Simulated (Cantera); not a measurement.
An adiabatic, constant-volume homogeneous reactor starts with 6.48 % CH3OH, 11.9 % O2, 81.7 % N2, equivalence ratio 0.82, at 1250 K and 20.0 bar.

Computed with Cantera and GRI-Mech 3.0 (53 species, 325 reactions). GRI-Mech 3.0 was tuned for natural gas; its chemistry of methanol as a main component is partial and can be far from experiment. The pressure lies above the range GRI-Mech 3.0 was tuned for (to about 10 atm).

x: mole fraction; the columns are a selection and need not sum to one.

```
t (s)     T (K)  P (bar)  x CH3OH    x O2      x OH    x CH2O     x NO    x H2O
--------  -----  -------  -------  ------  --------  --------  -------  -------
2.00e-6    1250     20.0   0.0648   0.119  4.75e-10   2.42e-7   <1e-12  1.61e-7
5.49e-6    1250     20.0   0.0648   0.119  4.84e-10   7.32e-7   <1e-12  4.48e-7
1.51e-5    1250     20.0   0.0648   0.119  5.05e-10   2.18e-6   <1e-12  1.25e-6
4.13e-5    1250     20.0   0.0648   0.119  6.86e-10   6.66e-6   <1e-12  3.68e-6
0.000113   1250     20.0   0.0648   0.119   2.29e-9   2.85e-5   <1e-12  1.62e-5
0.000311   1251     20.0   0.0644   0.118         ?         ?   <1e-12        ?
0.000854   2566     42.5   <1e-12  0.0204   0.00428  6.04e-11  0.00234    0.122
0.00234    2556     42.4   <1e-12  0.0185   0.00405  6.06e-11  0.00637    0.122
0.00643    2554     42.3   <1e-12  0.0180   0.00400  6.07e-11  0.00737    0.122
0.0176     2553     42.3   <1e-12  0.0180   0.00400  6.07e-11  0.00738    0.122
0.0484     2553     42.3   <1e-12  0.0180   0.00400  6.07e-11  0.00738    0.122
0.133      2553     42.3   <1e-12  0.0180   0.00400  6.07e-11  0.00738    0.122
0.364      2553     42.3   <1e-12  0.0180   0.00400  6.07e-11  0.00738    0.122
1.00       2553     42.3   <1e-12  0.0180   0.00400  6.07e-11  0.00738    0.122
```

Complete the blanks.


- 0.000311, x OH: 3.48e-8
- 0.000311, x CH2O: 0.000400
- 0.000311, x H2O: 0.000268
